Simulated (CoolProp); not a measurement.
Decamethyltetrasiloxane (MD2M) at 437 K and 0.0368 MPa is throttled through a valve to 0.00529 MPa with no heat exchange. Each further row changes one setting.

Model: reference Helmholtz-energy equation of state, Thol 2017, in CoolProp.

| case | temperature change (K) | final density (kg/m³) |
|---|---|---|
| as stated | -0.6 | 0.455 |
| outlet pressure 0.00159 MPa | -0.7 | 0.136 |
| outlet pressure 0.00688 MPa | -0.6 | 0.593 |
